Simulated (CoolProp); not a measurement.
Vapour pressure (kPa) of C3F8 (R218): the reference equation beside estimates from Tc = 345.0 K, pc = 2640 kPa, ω = 0.317.

Computed with CoolProp (reference Helmholtz-energy equation of state, Lemmon 2006). It is a short technical equation, of lower accuracy than the large ones.

| T (K) | reference | Lee-Kesler | Redlich-Kwong | Soave-Redlich-Kwong |
|---|---|---|---|---|
| 194.4 | 9.211 | 8.960 | 27.06 | 9.106 |
| 196.5 | 10.70 | 10.42 | 30.60 | 10.58 |
| 198.7 | 12.46 | 12.16 | 34.69 | 12.32 |
| 200.8 | 14.36 | 14.03 | 38.97 | 14.20 |
| 203 | 16.59 | 16.24 | 43.89 | 16.42 |
| 205.1 | 18.99 | 18.61 | 49.01 | 18.80 |
| 207.3 | 21.79 | 21.39 | 54.86 | 21.58 |
| 209.4 | 24.77 | 24.35 | 60.92 | 24.55 |
| 211.6 | 28.24 | 27.80 | 67.81 | 28.00 |
| 213.7 | 31.91 | 31.46 | 74.92 | 31.65 |
| 215.9 | 36.15 | 35.69 | 82.95 | 35.88 |
| 218 | 40.61 | 40.15 | 91.21 | 40.32 |
| 220.2 | 45.75 | 45.29 | 100.5 | 45.45 |
| 222.3 | 51.13 | 50.67 | 110.0 | 50.82 |

Absolute difference from the reference over all 14 rows, mean and median: Lee-Kesler 1.8 and 1.8 %, Redlich-Kwong 151.0 and 148.9 %, Soave-Redlich-Kwong 0.9 and 0.9 %.
